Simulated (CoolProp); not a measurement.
Vapour-liquid equilibrium of CH2F2 (R32) (1) + R227EA (2) at 170.9 K; x and y are mole fractions of (1).

Computed with CoolProp (multi-fluid Helmholtz-energy mixture model, Tillner-Roth 1997 and Lemmon 2016; pair parameters Bell 2016).

```tsv
x	bubble pressure, mixture model (bar)	bubble pressure, Raoult's law (bar)	y, mixture model	y, Raoult's law
0.05	0.005069	0.003675	0.581	0.422
0.15	0.01064	0.006556	0.821	0.710
0.25	0.01548	0.009436	0.890	0.822
0.35	0.01926	0.01232	0.920	0.882
0.45	0.02201	0.01520	0.937	0.919
0.55	0.02397	0.01808	0.947	0.944
0.65	0.02546	0.02096	0.955	0.963
0.75	0.02678	0.02384	0.963	0.977
0.85	0.02821	0.02672	0.973	0.987
0.95	0.02998	0.02960	0.988	0.996
```

The largest gap from Raoult's law is +64.1 % in bubble pressure, at x = 0.25. No azeotrope shows between x = 0.05 and 0.95.

The pair parameters rest on a limited set of measurements; away from them the model extrapolates. With so large a gap from Raoult's law the liquid may split in two, which this calculation doesn't test in full.
